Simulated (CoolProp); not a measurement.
Model: reference Helmholtz-energy equation of state, Setzmann 1991, in CoolProp.

Q: For methane, give the phase and the Joule-Thomson coefficient (K/MPa), isothermal compressibility (1/MPa), viscosity (µPa s), fugacity coefficient at 113.9 K and 5.2 MPa; 195.1 K and 5.2 MPa.

A: 
- 113.9 K and 5.2 MPa: liquid; Joule-Thomson coefficient -0.428, isothermal compressibility 0.00212, viscosity 118, fugacity coefficient 0.0275
- 195.1 K and 5.2 MPa: supercritical; Joule-Thomson coefficient 6.96, isothermal compressibility 1.59, viscosity 14.9, fugacity coefficient 0.651

Viscosity comes from a separate model (Quiñones-Cisneros 2006).
